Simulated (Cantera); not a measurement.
Cantera run:

```python
import numpy as np
import cantera as ct

gas_names = """
    H HO2 H2 H2O H2O2 O OH O2 O3 Si SiH SiH2 SiH3 SiH4 SiO SiO2 Si2 Si3
""".split()
cond_names = """
    H2O(s) H2O(L) Si(cr) Si(L) SiO2(Lqz) SiO2(hqz) SiO2(L)
""".split()


def load(file, names, dense=False):
    # The tables refer to 1 bar. Condensed volumes are neglected.
    table = {s.name: s for s in ct.Species.list_from_file(file)}
    out = []
    for n in names:
        d = dict(table[n].input_data)
        d["thermo"] = dict(d["thermo"], **{"reference-pressure": 1e5})
        if dense:
            d["equation-of-state"] = {"model": "constant-volume", "density": "1e6 g/cm^3"}
        out.append(ct.Species.from_dict(d))
    return out


gas = ct.Solution(thermo="ideal-gas", species=load("nasa_gas.yaml", gas_names))
cond = {s.name: ct.Solution(thermo="fixed-stoichiometry", species=[s], name=s.name)
        for s in load("nasa_condensed.yaml", cond_names, dense=True)}
atoms = {
    'Si': {'Si': 1},
    'O2': {'O': 2},
    'H2': {'H': 2},
}
top_T = {}  # K; cautious upper limits of use, not melting points


def equilibrate(T, P, feed):
    n = {}
    for name, mol in feed.items():
        for a, k in atoms[name].items():
            n[a] = n.get(a, 0.0) + k * mol
    gas.TPX = T, P, n
    mass = sum(n.values()) * gas.mean_molecular_weight
    gas.equilibrate("TP")
    valid = [c for c in cond.values() if c.min_temp <= T <= top_T.get(c.name, c.max_temp)]
    mix = ct.Mixture([(gas, mass / gas.mean_molecular_weight)] + [(c, 0.0) for c in valid])
    mix.T, mix.P = T, P
    mix.equilibrate("TP", solver="vcs", rtol=1e-11, max_steps=5000)
    return mix


results = []
feed = {'Si': 1, 'O2': 0.017, 'H2': 1.6}  # mol
P = 13332.2  # Pa
for T in [1325, 1375, 1425, 1475, 1525, 1575, 1625, 1675, 1725, 1775, 1825, 1875, 1925]:
    mix = equilibrate(T, P, feed)
    results.append((T, P, feed, dict(zip(mix.species_names, mix.species_moles))))

top = {s: max(r[3][s] / sum(r[3][g] for g in gas_names) for r in results) for s in gas_names}
cols = sorted((s for s in top if top[s] > 1e-06), key=lambda s: -top[s])[:8]
seen = [c for c in cond_names if any(r[3].get(c, 0) > 1e-12 for r in results)]
print("log10 of partial pressures in bar; condensed amounts in mol")
print(f"{'T/K':>10s}" + "".join(f"{s[:9]:>10s}" for s in cols + seen))
for T, P, feed, n in results:
    ng = sum(n[g] for g in gas_names)
    print(f"{T:10.4g}" + "".join(f"{np.log10(max(n[s] / ng * P / 1e5, 1e-99)):10.3f}" for s in cols)
          + "".join(f"{n.get(c, 0):10.4g}" for c in seen))
```

It prints:

```
log10 of partial pressures in bar; condensed amounts in mol
       T/K        H2       SiO         H        Si      SiH2       SiH       H2O       Si2    Si(cr)     Si(L) SiO2(hqz)
      1325    -0.875    -4.858    -6.224   -10.025    -7.809    -9.602    -7.281   -13.535    0.9829         0   0.01692
      1375    -0.875    -4.367    -5.903    -9.387    -7.463    -9.074    -6.992   -12.704    0.9827         0   0.01674
      1425    -0.876    -3.911    -5.604    -8.793    -7.142    -8.583    -6.724   -11.931    0.9823         0   0.01626
      1475    -0.876    -3.487    -5.325    -8.240    -6.843    -8.126    -6.475   -11.212     0.981         0   0.01504
      1525    -0.878    -3.091    -5.065    -7.724    -6.565    -7.701    -6.244   -10.541    0.9781         0    0.0121
      1575    -0.881    -2.722    -4.822    -7.241    -6.307    -7.303    -6.030    -9.913    0.9714         0  0.005438
      1625    -0.884    -2.557    -4.594    -6.788    -6.064    -6.931    -6.011    -9.325     0.966         0         0
      1675    -0.884    -2.557    -4.377    -6.363    -5.833    -6.580    -6.144    -8.772     0.966         0         0
      1725    -0.884    -2.557    -4.173    -5.993    -5.648    -6.281    -6.238    -8.315         0     0.966         0
      1775    -0.885    -2.557    -3.981    -5.659    -5.486    -6.012    -6.314    -7.911         0    0.9659         0
      1825    -0.885    -2.557    -3.799    -5.342    -5.333    -5.758    -6.385    -7.529         0    0.9659         0
      1875    -0.885    -2.557    -3.626    -5.043    -5.189    -5.518    -6.452    -7.168         0    0.9658         0
      1925    -0.885    -2.558    -3.462    -4.759    -5.052    -5.291    -6.516    -6.826         0    0.9656         0
```

These are equilibrium values from Cantera (NASA tables, ideal gas, pure condensed phases), not measurements of a reactor. Mutual solubility and eutectic melting of coexisting phases are not modelled. The tables hold silica as quartz up to 1696 K and as liquid above; real silica turns to tridymite and cristobalite and melts near 1996 K. Gases not in the tables: Si2H6 and higher silanes.
